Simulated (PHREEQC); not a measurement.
Consider water at 25 °C with 0.0028 mol TMAH, 3.8e-06 mol CO2 and 0.016 mol K2CO3 per kg of water. Closed to the air; pH follows from the charge balance.

All values are PHREEQC results (ion-association model, phreeqc.dat), not measurements.

```json
[
 {"quantity": "pH", "before": "11.44", "after": "11.46"},
 {"quantity": "HCO3- (mol/kgw)", "before": "0.000669", "after": "0.000901"},
 {"quantity": "CO2 (mol/kgw)", "before": "4.44e-9", "after": "5.61e-9"}
]
```

Task: Name the change that produced these shifts.
A. temperature from 25 to 35 °C
B. K2CO3 from 0.016 to 0.024 mol/kgw
C. diluted 100-fold with water
D. CO2 left out
E. diluted 5-fold with water

Result: B, K2CO3 from 0.016 to 0.024 mol/kgw

Precipitation was switched off in this run. (CH3)4N+ isn't in the database: it is added as a free cation with an ion size of 4 Å.
